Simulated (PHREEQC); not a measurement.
Make-up at 91 °C: 6.7 mmol/kgw NaOH, 0.47 mmol/kgw BaCl2 and 32 mmol/kgw LiCl. Closed to the air; pH follows from the charge balance.

Computed with PHREEQC (ion-association model, phreeqc.dat).

| quantity | before | after |
|---|---|---|
| pH | 10.12 | 9.43 |
| BaOH+ (mol/kgw) | 1.11e-7 | 2.33e-8 |
| SI of Halite (NaCl) | -5.45 | -6.14 |

### Question
Name the change that produced these shifts.
A) NaOH from 0.0067 to 0.00134 mol/kgw
B) LiCl left out
C) diluted 2-fold with water
D) temperature from 91 to 85 °C
E) NaOH from 0.0067 to 0.0335 mol/kgw

### Answer
A, NaOH from 0.0067 to 0.00134 mol/kgw

No solid was allowed to form. At this temperature some constants are extrapolated from 25 °C, and those without enthalpy data are left unchanged.
